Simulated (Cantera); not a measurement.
A Cantera script and what it prints.

```python
import numpy as np
import cantera as ct

gas_names = [...]  # 110 gases of nasa_gas.yaml made of C, F, H
cond_names = """
    C(gr) C6H6(L) C7H8(L) C8H18(L),n-octa
""".split()


# ... load() reads the species with a 1 bar reference pressure and builds the phases ...
atoms = {
    'CH3F': {'C': 1, 'H': 3, 'F': 1},
    'CH4': {'C': 1, 'H': 4},
    'H2': {'H': 2},
}
top_T = {'C(gr)': 4500}  # K; cautious upper limits of use, not melting points


# ... equilibrate(T, P, feed) seeds the gas with the atoms and calls Mixture.equilibrate('TP', solver="vcs", rtol=1e-11, max_steps=5000) ...
results = []
feed = {'CH3F': 1, 'CH4': 1.3, 'H2': 0.38}  # mol
P = 1000  # Pa
for T in [2000, 2250, 2500, 2750, 3000, 3250, 3500, 3750, 4000, 4250, 4500, 4750, 5000]:
    mix = equilibrate(T, P, feed)
    results.append((T, P, feed, dict(zip(mix.species_names, mix.species_moles))))

top = {s: max(r[3][s] / sum(r[3][g] for g in gas_names) for r in results) for s in gas_names}
cols = sorted((s for s in top if top[s] > 0.0001), key=lambda s: -top[s])[:8]
seen = [c for c in cond_names if any(r[3].get(c, 0) > 1e-12 for r in results)]
print("log10 of partial pressures in bar; condensed amounts in mol")
print(f"{'T/K':>10s}" + "".join(f"{s[:9]:>10s}" for s in cols + seen))
for T, P, feed, n in results:
    ng = sum(n[g] for g in gas_names)
    print(f"{T:10.4g}" + "".join(f"{np.log10(max(n[s] / ng * P / 1e5, 1e-99)):10.3f}" for s in cols)
          + "".join(f"{n.get(c, 0):10.4g}" for c in seen))
```

Result:

```
log10 of partial pressures in bar; condensed amounts in mol
       T/K        H2         H        HF         C         F        C3        C2 C2H2,acet     C(gr)
      2000    -2.105    -3.841    -2.700   -10.517    -7.823   -10.557   -11.630    -5.219     2.294
      2250    -2.131    -3.195    -2.711    -8.439    -6.769    -8.187    -9.242    -4.606     2.274
      2500    -2.211    -2.705    -2.743    -6.779    -5.917    -6.304    -7.339    -4.177     2.223
      2750    -2.401    -2.365    -2.806    -5.423    -5.194    -4.773    -5.787    -3.952     2.098
      3000    -2.775    -2.189    -2.909    -4.295    -4.531    -3.506    -4.499    -3.981     1.158
      3250    -3.277    -2.132    -3.035    -3.608    -3.916    -3.237    -3.944    -4.723         0
      3500    -3.778    -2.118    -3.238    -3.165    -3.449    -3.446    -3.760    -5.721         0
      3750    -4.255    -2.126    -3.609    -2.882    -3.216    -3.935    -3.805    -6.831         0
      4000    -4.673    -2.134    -4.056    -2.770    -3.133    -4.765    -4.113    -8.069         0
      4250    -5.032    -2.136    -4.491    -2.740    -3.105    -5.708    -4.524    -9.291         0
      4500    -5.350    -2.136    -4.892    -2.732    -3.095    -6.601    -4.927   -10.411         0
      4750    -5.634    -2.136    -5.257    -2.729    -3.091    -7.414    -5.297   -11.421         0
      5000    -5.889    -2.136    -5.587    -2.728    -3.090    -8.150    -5.633   -12.333         0
```

These are equilibrium values from Cantera (NASA tables, ideal gas, pure condensed phases), not measurements of a reactor.
